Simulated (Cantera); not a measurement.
Diamond growth

A diamond (100) surface in a fixed gas of H2 with x(CH4) = 0.0023, x(H) = 0.0092, x(CH3) = 4.9e-05, 1300 Pa; coverages are run to steady state.

Detailed kinetics in Cantera: the Harris–Goodwin 1993 mechanism for the reconstructed diamond (100) surface.

| T (K) | growth (µm/h) | θ c6HH | θ c6H* | θ c6*H | θ c6** | θ c6HM |
|---|---|---|---|---|---|---|
| 950 | 0.258 | 0.641 | 0.0141 | 0.334 | 0.00667 | 0.00351 |
| 1025 | 0.330 | 0.573 | 0.0205 | 0.392 | 0.0115 | 0.00228 |
| 1100 | 0.293 | 0.511 | 0.0279 | 0.441 | 0.0183 | 0.00110 |
| 1175 | 0.174 | 0.456 | 0.0357 | 0.480 | 0.0269 | 0.000334 |
| 1250 | 0.116 | 0.409 | 0.0438 | 0.510 | 0.0372 | 8.02e-5 |
| 1325 | 0.112 | 0.368 | 0.0518 | 0.531 | 0.0490 | 1.88e-5 |
| 1400 | 0.102 | 0.334 | 0.0596 | 0.545 | 0.0617 | 4.36e-6 |
θ: site fractions in the mechanism's names (c6HH fully hydrogenated, c6H* and c6*H radical sites, c6** diradical, c6HM methylated).
